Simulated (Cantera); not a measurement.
## Equilibrium for silicon epitaxy and polysilicon growth: Si₂H₆ + HCl + H₂

Feed: 1 mol Si₂H₆, 4.5 mol HCl, 5.1 mol H₂, held at 6.40 mbar.

Equilibrium computed with Cantera from the NASA thermochemical tables; the gas is ideal and each condensed phase is pure. Candidate condensed phases: Si; 19 gas species. The feed counts by its element totals alone. The tables' values for SiCl₃, SiCl are old estimates; treat these amounts as uncertain. Kinetics and transport are ignored.

```json
[
 {"T (K)": "1123", "x H₂": "0.829", "x HCl": "0.0835", "x SiCl₂": "0.0178", "x SiCl₄": "0.0521", "x SiCl₃": "0.00864", "x SiHCl₃": "0.00887", "x SiH₂Cl₂": "0.000185", "n Si(s)": "0.964"},
 {"T (K)": "1173", "x H₂": "0.807", "x HCl": "0.105", "x SiCl₂": "0.0312", "x SiCl₄": "0.0384", "x SiCl₃": "0.0110", "x SiHCl₃": "0.00687", "x SiH₂Cl₂": "0.000157", "n Si(s)": "0.949"},
 {"T (K)": "1223", "x H₂": "0.786", "x HCl": "0.124", "x SiCl₂": "0.0479", "x SiCl₄": "0.0246", "x SiCl₃": "0.0122", "x SiHCl₃": "0.00479", "x SiH₂Cl₂": "0.000125", "n Si(s)": "0.910"},
 {"T (K)": "1273", "x H₂": "0.769", "x HCl": "0.139", "x SiCl₂": "0.0646", "x SiCl₄": "0.0134", "x SiCl₃": "0.0115", "x SiHCl₃": "0.00298", "x SiH₂Cl₂": "9.15e-5", "n Si(s)": "0.859"},
 {"T (K)": "1323", "x H₂": "0.758", "x HCl": "0.147", "x SiCl₂": "0.0777", "x SiCl₄": "0.00643", "x SiCl₃": "0.00956", "x SiHCl₃": "0.00169", "x SiH₂Cl₂": "6.33e-5", "n Si(s)": "0.813"},
 {"T (K)": "1373", "x H₂": "0.752", "x HCl": "0.150", "x SiCl₂": "0.0866", "x SiCl₄": "0.00287", "x SiCl₃": "0.00733", "x SiHCl₃": "0.000908", "x SiH₂Cl₂": "4.25e-5", "n Si(s)": "0.778"},
 {"T (K)": "1423", "x H₂": "0.749", "x HCl": "0.151", "x SiCl₂": "0.0922", "x SiCl₄": "0.00126", "x SiCl₃": "0.00543", "x SiHCl₃": "0.000485", "x SiH₂Cl₂": "2.84e-5", "n Si(s)": "0.753"},
 {"T (K)": "1473", "x H₂": "0.748", "x HCl": "0.151", "x SiCl₂": "0.0960", "x SiCl₄": "0.000567", "x SiCl₃": "0.00399", "x SiHCl₃": "0.000264", "x SiH₂Cl₂": "1.92e-5", "n Si(s)": "0.733"}
]
```
x: gas mole fraction; n: condensed amount in mol.

From 1123 K to 1473 K the condensed part is Si(s). The main Si-bearing gas is SiCl₄ at 1123 K and SiCl₂ at 1473 K. The share of Si in condensed phases is highest at 1123 K (48.2 %) and lowest at 1473 K (36.7 %).
